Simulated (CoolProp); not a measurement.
Properties of sulfur dioxide along the isotherm 465.7 K (Tc = 430.6 K, pc = 7887 kPa, ω = 0.256).

Computed with CoolProp (reference Helmholtz-energy equation of state, Gao 2016).

```json
[
 {"p (kPa)": "12.5", "phase": "gas", "Z": "0.9996", "fugacity coefficient": "0.9996"},
 {"p (kPa)": "18.8", "phase": "gas", "Z": "0.9994", "fugacity coefficient": "0.9994"},
 {"p (kPa)": "28.4", "phase": "gas", "Z": "0.9991", "fugacity coefficient": "0.9991"},
 {"p (kPa)": "42.8", "phase": "gas", "Z": "0.9986", "fugacity coefficient": "0.9986"},
 {"p (kPa)": "64.6", "phase": "gas", "Z": "0.9978", "fugacity coefficient": "0.9978"},
 {"p (kPa)": "97.4", "phase": "gas", "Z": "0.9967", "fugacity coefficient": "0.9967"},
 {"p (kPa)": "147", "phase": "gas", "Z": "0.9951", "fugacity coefficient": "0.9951"},
 {"p (kPa)": "222", "phase": "gas", "Z": "0.9926", "fugacity coefficient": "0.9926"},
 {"p (kPa)": "335", "phase": "gas", "Z": "0.9887", "fugacity coefficient": "0.9888"},
 {"p (kPa)": "505", "phase": "gas", "Z": "0.9830", "fugacity coefficient": "0.9832"},
 {"p (kPa)": "761", "phase": "gas", "Z": "0.9742", "fugacity coefficient": "0.9747"},
 {"p (kPa)": "1150", "phase": "gas", "Z": "0.9607", "fugacity coefficient": "0.9619"},
 {"p (kPa)": "1730", "phase": "gas", "Z": "0.9401", "fugacity coefficient": "0.9429"},
 {"p (kPa)": "2610", "phase": "gas", "Z": "0.9079", "fugacity coefficient": "0.9143"},
 {"p (kPa)": "3940", "phase": "gas", "Z": "0.8563", "fugacity coefficient": "0.8717"}
]
```
